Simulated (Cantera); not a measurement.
A perfectly stirred reactor is fed with C₃H₈ : O₂ : N₂ = 1 : 2.94 : 11.1 (molar parts), at 1900000 Pa; it is adiabatic with a 373 K inlet, and is followed from long to short residence time, starting on the burning branch (τ in s: 0.026, 0.012, 0.005, 0.0022, 0.00095, 0.00041, 0.00018, 7.8e-05, 3.4e-05, 1.5e-05).

Computed with Cantera and GRI-Mech 3.0 (53 species, 325 reactions). GRI-Mech 3.0 was tuned for natural gas; its chemistry of propane as a main component is partial and can be far from experiment. The pressure lies above the range GRI-Mech 3.0 was tuned for (to about 10 atm).

### Question
What does this change do: N2 11.1 to 8.5 parts?

### Answer
```json
[
 {"quantity": "blow-out, bracketed by the residence times tried", "before": "burning at 78.0 µs, out at 34.0 µs", "after": "burning at 34.0 µs, out at 15.0 µs"},
 {"quantity": "x(C₃H₈) at τ = 26.0 ms", "before": "1.46e-6", "after": "4.43e-7"},
 {"quantity": "x(O₂) at τ = 26.0 ms", "before": "0.000281", "after": "7.77e-5"},
 {"quantity": "x(N₂O) at τ = 26.0 ms", "before": "1.46e-9", "after": "2.81e-9"},
 {"quantity": "x(CO) at τ = 26.0 ms", "before": "0.107", "after": "0.148"},
 {"quantity": "x(H) at τ = 26.0 ms", "before": "6.90e-5", "after": "0.000256"},
 {"quantity": "x(C₃H₈) at τ = 0.410 ms", "before": "8.72e-5", "after": "2.29e-5"},
 {"quantity": "x(O₂) at τ = 0.410 ms", "before": "0.00677", "after": "0.00294"},
 {"quantity": "x(N₂O) at τ = 0.410 ms", "before": "3.71e-8", "after": "1.31e-8"},
 {"quantity": "x(CO) at τ = 0.410 ms", "before": "0.0888", "after": "0.118"},
 {"quantity": "x(H) at τ = 0.410 ms", "before": "0.000141", "after": "0.000382"}
]
```

### Question
What does this change do: inlet temperature 373 to 323 K?

### Answer
| quantity | before | after |
|---|---|---|
| blow-out, bracketed by the residence times tried | burning at 78.0 µs, out at 34.0 µs | burning at 0.180 ms, out at 78.0 µs |
| x(C₃H₈) at τ = 26.0 ms | 1.46e-6 | 1.86e-6 |
| x(O₂) at τ = 26.0 ms | 0.000281 | 0.000350 |
| x(N₂O) at τ = 26.0 ms | 1.46e-9 | 1.73e-9 |
| x(CO) at τ = 26.0 ms | 0.107 | 0.102 |
| x(H) at τ = 26.0 ms | 6.90e-5 | 5.60e-5 |
| x(C₃H₈) at τ = 0.410 ms | 8.72e-5 | 0.000117 |
| x(O₂) at τ = 0.410 ms | 0.00677 | 0.00772 |
| x(N₂O) at τ = 0.410 ms | 3.71e-8 | 4.52e-8 |
| x(CO) at τ = 0.410 ms | 0.0888 | 0.0884 |
| x(H) at τ = 0.410 ms | 0.000141 | 0.000121 |
